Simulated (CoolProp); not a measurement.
The fluid at 293.15 K and 4.01 MPa is throttled through a valve to 0.712 MPa with no heat exchange. The same conditions are run with several fluids, on thermodynamics alone (safety and materials aside).

Computed with CoolProp (reference Helmholtz-energy equation of state of each fluid (carbon dioxide: Span 1996; fluorine: de Reuck 1990; ethylene: Smukala 2000; oxygen: Schmidt 1985)).

| fluid | temperature change (K) | final density (kg/m³) |
|---|---|---|
| carbon dioxide | -47.7 | 16.5 |
| fluorine | -6.4 | 11.4 |
| ethylene | -47.5 | 10.6 |
| oxygen | -9.0 | 9.70 |
